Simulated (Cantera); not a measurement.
## Equilibrium for silicon oxide and oxynitride deposition: SiH4 + H2O

Charge: 1 mol SiH4, 2.9 mol H2O, held at 5.40 mbar.

Method: chemical equilibrium by Gibbs-energy minimisation in Cantera with the NASA 1993 tables (ideal gas, pure condensed phases). Candidate condensed phases: H2O, Si, SiO2; 18 gas species. The tables hold silica as quartz up to 1696 K and as liquid above; real silica turns to tridymite and cristobalite and melts near 1996 K. Rates play no part.

| T (K) | log p H2 | log p H2O | log p H | log p SiO | log p OH | n SiO2(β-quartz) | n SiO2(condensed) |
|---|---|---|---|---|---|---|---|
| 1473 | -2.36 | -3.00 | -6.08 | -8.46 | -8.31 | 1.000 | 0 |
| 1498 | -2.36 | -3.00 | -5.94 | -8.14 | -8.14 | 1.000 | 0 |
| 1523 | -2.36 | -3.00 | -5.81 | -7.83 | -7.97 | 1.000 | 0 |
| 1548 | -2.36 | -3.00 | -5.69 | -7.53 | -7.81 | 1.000 | 0 |
| 1573 | -2.36 | -3.00 | -5.57 | -7.25 | -7.66 | 1.000 | 0 |
| 1598 | -2.36 | -3.00 | -5.45 | -6.97 | -7.51 | 1.000 | 0 |
| 1623 | -2.36 | -3.00 | -5.34 | -6.69 | -7.36 | 1.000 | 0 |
| 1648 | -2.36 | -3.00 | -5.23 | -6.43 | -7.22 | 1.000 | 0 |
| 1673 | -2.36 | -3.00 | -5.12 | -6.18 | -7.09 | 0.999 | 0 |
| 1698 | -2.36 | -3.00 | -5.02 | -5.93 | -6.95 | 0 | 0.999 |
| 1723 | -2.36 | -3.00 | -4.92 | -5.70 | -6.82 | 0 | 0.998 |
| 1748 | -2.36 | -3.00 | -4.82 | -5.47 | -6.70 | 0 | 0.997 |
| 1773 | -2.36 | -3.00 | -4.73 | -5.25 | -6.58 | 0 | 0.995 |
| 1798 | -2.36 | -3.00 | -4.63 | -5.03 | -6.46 | 0 | 0.992 |
log p: log10 of the partial pressure in bar; n: condensed amount in mol.

From 1473 K to 1673 K the condensed part is SiO2(β-quartz). From 1698 K to 1798 K the condensed part is SiO2(condensed). The main Si-bearing gas is SiO throughout.
